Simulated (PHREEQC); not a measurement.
Consider water at 9.7 °C with 0.0016 mol KH2PO4, 0.2 mol NaOH and 3.8e-07 mol H4SiO4 per kg of water. Closed to the air; pH follows from the charge balance.

The numbers come from PHREEQC with the ion-association model, wateq4f.dat.

Task: The ionic strength comes out as 0.206 mol/kgw. What activity coefficients do OH-, K+, NaHPO4-, PO4-3, HPO4-2 get?

Result: OH- 0.71, K+ 0.71, NaHPO4- 0.75, PO4-3 0.068, HPO4-2 0.30.

This is a speciation only: nothing precipitates in the calculation. Species that the database lacks are ignored. H3PO4, which wateq4f.dat lacks, is added to it with the constant of phreeqc.dat. Constants without temperature data keep their 25 °C values here.
